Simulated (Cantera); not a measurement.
An adiabatic, constant-volume homogeneous reactor starts with 3.73 % CH4, 0.205 % CO, 7.58 % O2, 83.3 % N2, 5.23 % CO2, at 1300 K and 2.00 bar.

Computed with Cantera and GRI-Mech 3.0 (53 species, 325 reactions).

Task: Predict: time of steepest temperature rise; temperature at 4.00 s; equilibrium temperature; x(CO) at 4.00 s; x(O2) at 4.00 s; x(CO2) at 4.00 s; x(H2O2) at 4.00 s.

Result: 
* **time of steepest temperature rise**: 21.5 ms
* **temperature at 4.00 s**: 2229 K
* **equilibrium temperature**: 2229 K
* **x(CO) at 4.00 s**: 0.00647 (gas-phase equilibrium 0.00647)
* **x(O2) at 4.00 s**: 0.00273 (gas-phase equilibrium 0.00273)
* **x(CO2) at 4.00 s**: 0.0849 (gas-phase equilibrium 0.0849)
* **x(H2O2) at 4.00 s**: 2.60e-8 (gas-phase equilibrium 2.60e-8)
